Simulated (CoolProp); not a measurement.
A closed Brayton cycle with nitrogen: compressor inlet 327.15 K and 0.57 MPa, high pressure 1.26 MPa, turbine inlet 725 K, compressor efficiency 0.89, turbine efficiency 0.93, recuperator effectiveness 0.8 (on enthalpy, no pinch check). Each further row changes one setting.

Computed with CoolProp (reference Helmholtz-energy equation of state, Span 2000).

| case | thermal efficiency (%) | net work (kJ/kg) | compressor to turbine work | compressor exit (K) | turbine exit (K) |
|---|---|---|---|---|---|
| as stated | … | 46.0 | 0.68 | 420.6 | 593.7 |
| turbine inlet 675 K | … | … | … | 420.6 | 551.7 |
| compressor inlet 337.15 K | 24.2 | 43.0 | 0.70 | … | 593.7 |
| high pressure 1.07 MPa | 25.0 | … | 0.65 | … | … |
| recuperator effectiveness 0.5 | 19.5 | 46.0 | 0.68 | 420.6 | 593.7 |

Problem. Fill in the missing entries.

Solution. 
- as stated, thermal efficiency (%): 25.5
- turbine inlet 675 K, thermal efficiency (%): 22.3
- turbine inlet 675 K, net work (kJ/kg): 36.0
- turbine inlet 675 K, compressor to turbine work: 0.73
- compressor inlet 337.15 K, compressor exit (K): 433.3
- high pressure 1.07 MPa, net work (kJ/kg): 40.8
- high pressure 1.07 MPa, compressor exit (K): 399.6
- high pressure 1.07 MPa, turbine exit (K): 618.8
